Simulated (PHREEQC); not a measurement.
**Brine (model solution)**

Dissolve 1.85 mol/kgw LiCl and 0.11 mol/kgw K2SO4 at 20 °C. Closed to the air; pH follows from the charge balance.

Model: Pitzer model, pitzer.dat, run in PHREEQC.

Precipitation was switched off in this run.

Problem. What activity of water, osmotic coefficient, density does the model give?

Solution. activity of water 0.923; osmotic coefficient 1.102; density 1.054 g/cm³.
